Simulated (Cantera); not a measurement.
AlBr₃ + O₂ + N₂ (aluminium nitride and oxide growth)

Charge: 1 mol AlBr₃, 14 mol O₂, 1.7 mol N₂, equilibrated at 11.0 mbar.

Equilibrium computed with Cantera from the NASA thermochemical tables; the gas is ideal and each condensed phase is pure. Candidate condensed phases: Al, AlBr₃, AlN, Al₂O₃, Br₂; 21 gas species. Kinetics and transport are ignored.

From 1175 K to 2075 K the condensed part is Al₂O₃(s).

| T (K) | x O₂ | x Br | x N₂ | x Br₂ | x O | x NO | x NO₂ | x N₂O | n Al₂O₃(s) |
|---|---|---|---|---|---|---|---|---|---|
| 1175 | 0.776 | 0.0723 | 0.0996 | 0.0518 | 1.23e-7 | 0.000110 | 4.25e-7 | 2.92e-10 | 0.500 |
| 1325 | 0.751 | 0.134 | 0.0963 | 0.0181 | 2.28e-6 | 0.000307 | 6.00e-7 | 7.38e-10 | 0.500 |
| 1475 | 0.741 | 0.160 | 0.0947 | 0.00411 | 2.36e-5 | 0.000704 | 8.05e-7 | 1.58e-9 | 0.500 |
| 1625 | 0.738 | 0.165 | 0.0941 | 0.000983 | 0.000159 | 0.00139 | 1.04e-6 | 3.00e-9 | 0.500 |
| 1775 | 0.736 | 0.167 | 0.0935 | 0.000285 | 0.000783 | 0.00246 | 1.28e-6 | 5.13e-9 | 0.500 |
| 1925 | 0.734 | 0.167 | 0.0926 | 9.87e-5 | 0.00300 | 0.00396 | 1.53e-6 | 8.07e-9 | 0.500 |
| 2075 | 0.727 | 0.166 | 0.0913 | 3.94e-5 | 0.00948 | 0.00592 | 1.77e-6 | 1.18e-8 | 0.500 |
x: gas mole fraction; n: condensed amount in mol.
